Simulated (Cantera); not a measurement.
A closed system holds: 1 mol Pb, 0.53 mol CO, 0.79 mol N₂, at 0.743 Torr.

These are equilibrium values from Cantera (NASA tables, ideal gas, pure condensed phases), not measurements of a reactor. Candidate condensed phases: C, Pb, PbO, PbO₂, Pb₃O₄; 27 gas species. Rates play no part.

What share of the Pb ends up in condensed phases as a function of T (°C), at 502, 602, 702, 802, 902, 1002, 1102, 1202?


| T (°C) | Pb condensed (%) | as |
|---|---|---|
| 502 | 100.0 | Pb(l) |
| 602 | 99.9 | Pb(l) |
| 702 | 98.8 | Pb(l) |
| 802 | 89.0 | Pb(l) |
| 902 | 0.0 | - |
| 1002 | 0.0 | - |
| 1102 | 0.0 | - |
| 1202 | 0.0 | - |
